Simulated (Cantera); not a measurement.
Hydrocarbon pyrolysis for carbon deposition

An isothermal, constant-pressure homogeneous reactor starts with CH₄ : H₂ : H₂O = 1 : 9.9 : 0.13 (molar parts), at 1800 K and 13300 Pa.

Cantera simulation using GRI-Mech 3.0 (53 species, 325 reactions); the numbers are that mechanism's predictions, not measurements. GRI-Mech 3.0 stops at C3 and has no aromatics, soot or wall deposition, so with more carbon than oxygen in the feed, carbon stays in small species such as C2H2 where larger ones or solid carbon would form.

```
t (s)       x CH₄   x H₂     x C₂H     x CH₃    x C₂H₂    x C₂H₄
--------  -------  -----  --------  --------  --------  --------
4.00e-6    0.0907  0.898    <1e-12   5.06e-6    <1e-12  6.63e-12
1.10e-5    0.0906  0.898    <1e-12   1.48e-5    <1e-12  2.71e-10
3.05e-5    0.0906  0.898    <1e-12   4.16e-5  1.92e-11   7.94e-9
8.42e-5    0.0905  0.898    <1e-12  0.000115   1.60e-9   1.89e-7
0.000233   0.0903  0.897    <1e-12  0.000315   1.44e-7   4.09e-6
0.000642   0.0896  0.897  5.47e-11  0.000803   1.40e-5   7.34e-5
0.00177    0.0868  0.898   4.35e-9   0.00139  0.000621  0.000467
0.00490    0.0785  0.903   3.31e-8   0.00136   0.00438  0.000532
0.0135     0.0616  0.912   9.58e-8   0.00109    0.0124  0.000363
0.0374     0.0380  0.926   1.90e-7  0.000704    0.0235  0.000198
0.103      0.0178  0.937   2.78e-7  0.000348    0.0328  0.000126
0.285     0.00734  0.943   3.26e-7  0.000148    0.0373  0.000114
0.787     0.00359  0.947   3.36e-7   7.33e-5    0.0379  0.000112
2.17      0.00243  0.949   3.24e-7   4.96e-5    0.0365  0.000108
6.00      0.00160  0.951   3.12e-7   3.26e-5    0.0353  0.000104
```
x: mole fraction; the columns are a selection and need not sum to one.

Equilibrium at this temperature and pressure: CH₄ 0.00134, H₂ 0.952, C₂H 3.10e-7, CH₃ 2.73e-5, C₂H₂ 0.0350, C₂H₄ 0.000103 (gas phase only).
